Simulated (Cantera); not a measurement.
A diamond (100) surface in a fixed gas of H2 with x(CH4) = 0.0047, x(H) = 0.0016, x(CH3) = 1.5e-05, at 1100 K; coverages are run to steady state.

Cantera simulation using the Harris–Goodwin 1993 mechanism for the reconstructed diamond (100) surface; the numbers are that mechanism's predictions, not measurements.

θ: site fractions in the mechanism's names (c6HH fully hydrogenated, c6H* and c6*H radical sites, c6** diradical, c6HM methylated).

| P (Pa) | growth (µm/h) | θ c6HH | θ c6H* | θ c6*H | θ c6** | θ c6HM |
|---|---|---|---|---|---|---|
| 680 | … | 0.518 | 0.0276 | 0.437 | 0.0166 | 0.000347 |
| 1100 | … | 0.518 | 0.0276 | 0.437 | 0.0166 | 0.000528 |
| 1800 | … | 0.517 | 0.0276 | 0.437 | 0.0166 | 0.000784 |
| 2900 | … | 0.517 | 0.0276 | 0.437 | 0.0166 | 0.00110 |
| 4800 | … | 0.517 | 0.0276 | 0.437 | 0.0166 | 0.00150 |
| 7800 | … | 0.517 | 0.0276 | 0.436 | 0.0166 | 0.00189 |
| 13000 | … | 0.516 | 0.0276 | 0.436 | 0.0166 | 0.00228 |
| 21000 | … | 0.516 | 0.0276 | 0.436 | 0.0166 | 0.00259 |

**Question.** Complete the blanks.

**Answer.** 
- 680, growth (µm/h): 0.0109
- 1100, growth (µm/h): 0.0241
- 1800, growth (µm/h): 0.0547
- 2900, growth (µm/h): 0.119
- 4800, growth (µm/h): 0.259
- 7800, growth (µm/h): 0.523
- 13000, growth (µm/h): 1.04
- 21000, growth (µm/h): 1.89
